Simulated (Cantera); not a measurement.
A perfectly stirred reactor is fed with CH4 : CO2 : H2 = 1 : 2.2 : 0.45 (molar parts), at 5.00 bar; it is held at 1975 K, and followed from long to short residence time.

Detailed kinetics in Cantera: GRI-Mech 3.0 (53 species, 325 reactions).

One state of this run: x CH4 = 0.0319; x CO2 = 0.169; x H2 = 0.170; x CH2O = 2.43e-5; x C2H = 1.29e-6. x: mole fraction; the columns are a selection and need not sum to one.

### Question
Which value of τ (s) does it belong to?
A) 0.25
B) 0.0027
C) 2.4
D) 7.3

### Answer
B, 0.0027
